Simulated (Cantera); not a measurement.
What does this Cantera script print?

```python
import numpy as np
import cantera as ct

gas = ct.Solution("gri30.yaml")


def delay(T, t_max=10):
    gas.TPX = T, 1000000, {'CH4': 1, 'O2': 1.25, 'N2': 7.38, 'H2O': 0.52}
    reactor = ct.IdealGasReactor(gas, clone=False)
    net = ct.ReactorNet([reactor])
    net.rtol, net.atol = 1e-8, 1e-16
    while net.time < t_max:
        t_old, T_old = net.time, reactor.T
        net.step()
        if reactor.T > T + 400:  # ignition: a rise of 400 K
            return t_old + (T + 400 - T_old) / (reactor.T - T_old) * (net.time - t_old)
    return np.nan


taus = []
for T in [1125, 1200, 1275, 1350, 1425, 1500, 1575]:
    taus.append(delay(T))
    print(f"T0 = {T:6g} K   tau = {taus[-1]:.4e} s")
```

Result:

```
T0 =   1125 K   tau = 2.2057e-02 s
T0 =   1200 K   tau = 8.7844e-03 s
T0 =   1275 K   tau = 3.7620e-03 s
T0 =   1350 K   tau = 1.6903e-03 s
T0 =   1425 K   tau = 7.8269e-04 s
T0 =   1500 K   tau = 3.6958e-04 s
T0 =   1575 K   tau = 1.7791e-04 s
```

Cantera simulation using GRI-Mech 3.0 (53 species, 325 reactions); the numbers are that mechanism's predictions, not measurements.
